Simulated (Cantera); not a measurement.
Feed: 1 mol CH2F2, 0.021 mol CH4, at 10.0 mbar.

Equilibrium computed with Cantera from the NASA thermochemical tables; the gas is ideal and each condensed phase is pure. Candidate condensed phases: C, C6H6, C7H8, C8H18; 95 gas species. Equilibrium is a limit: real reactors are often held back by kinetics, nucleation or transport. All values below are at 1225 K.

Base state: HF 0.979, H2 0.0206 (mole fractions); condensed: C(graphite).

Question: What changes in the equilibrium state with this change: CH2F2 replaced by CH3Cl?

Answer: 
| species | before | after |
|---|---|---|
| H2 | 0.0206 | 0.510 |
| HCl | 0 | 0.490 |
| CH4 | 5.55e-8 | 3.42e-5 |
| HF | 0.979 | 0 |
| C(graphite), mol | 1.02 | 1.02 |
